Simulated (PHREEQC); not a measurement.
Model water analysis in mg/kgw, 25 °C, pH 5.76, pe 11.1: Na 1.96; K 0.067; Ca 10.8; Mg 0.437; Cl 6.33; S(6) as SO4 16; Alkalinity as HCO3 9.07; N(5) as NO3 0.253; Si as SiO2 0.008.

Valence states are taken as typed.

Computed with PHREEQC (ion-association model, wateq4f.dat).

Each row changes one thing in this solution. Precipitation was switched off in this run.

```
case                                               ionic strength (mol/kgw)  CO2 (mol/kgw)  SO4-2 (mol/kgw)  HCO3- (mol/kgw)  CaSO4 (mol/kgw)  MgSO4 (mol/kgw)  SI of Quartz (SiO2)  SI of Gypsum (CaSO4:2H2O)
-------------------------------------------------  ------------------------  -------------  ---------------  ---------------  ---------------  ---------------  -------------------  -------------------------
as made                                                             0.00109       0.000565         0.000160         0.000150          6.24e-6          4.88e-7                -2.90                      -2.92
Cl from 6.33 to 12.7 mg/kgw                                         0.00118       0.000564         0.000160         0.000150          6.18e-6          4.83e-7                -2.90                      -2.93
temperature from 25 to 55 °C at the same typed pH                   0.00108       0.000484                ?         0.000150          7.77e-6          9.31e-7                -3.30                      -2.88
pH from 5.76 to 6.76 at the same alkalinity                         0.00109        5.58e-5         0.000160         0.000148          6.24e-6          4.88e-7                -2.90                      -2.92
all concentrations times 4 at the same typed pH                           ?        0.00215                ?         0.000590          6.85e-5          5.33e-6                    ?                      -1.88
```

**Question.** Some entries are withheld; supply them.

**Answer.** 
- temperature from 25 to 55 °C at the same typed pH, SO4-2 (mol/kgw): 0.000158
- all concentrations times 4 at the same typed pH, ionic strength (mol/kgw): 0.00416
- all concentrations times 4 at the same typed pH, SO4-2 (mol/kgw): 0.000592
- all concentrations times 4 at the same typed pH, SI of Quartz (SiO2): -2.29

Complexes and solids missing from the database can't appear. Away from 25 °C the constants follow the database's enthalpies or fits; those with neither stay at their 25 °C values.
